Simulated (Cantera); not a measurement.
A perfectly stirred reactor is fed with C2H6 : N2 = 1 : 15 (molar parts), at 100.0 Torr; it is held at 1400 K, and followed from long to short residence time.

Model: GRI-Mech 3.0 (53 species, 325 reactions), integrated in Cantera. GRI-Mech 3.0 stops at C3 and has no aromatics, soot or wall deposition, so with more carbon than oxygen in the feed, carbon stays in small species such as C2H2 where larger ones or solid carbon would form.

One state of this run: x C2H6 = 5.52e-5; x CH3 = 3.40e-5; x H = 1.38e-5; x C2H = 7.05e-9; x CH4 = 0.0115. x: mole fraction; the columns are a selection and need not sum to one.

### Question
Which value of τ (s) does it belong to?
A) 1.2
B) 0.075
C) 21
D) 8.1

### Answer
D, 8.1
